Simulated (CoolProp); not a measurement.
Vapour-liquid equilibrium of benzene (1) + n-nonane (2) at 1.63 bar; x and y are mole fractions of (1).

The numbers come from the multi-fluid Helmholtz-energy mixture model, Thol 2012 and Lemmon 2006; pair parameters Bell 2016 in CoolProp.

Give the bubble temperature and the first vapour's composition at x = 0.35, 0.45, 0.75. Is there an azeotrope?

x = 0.35: 122.6 °C, y = 0.796; x = 0.45: 116.6 °C, y = 0.850; x = 0.75: 104.3 °C, y = 0.945. No azeotrope shows between x = 0.05 and 0.95.

The pair parameters rest on a limited set of measurements; away from them the model extrapolates.
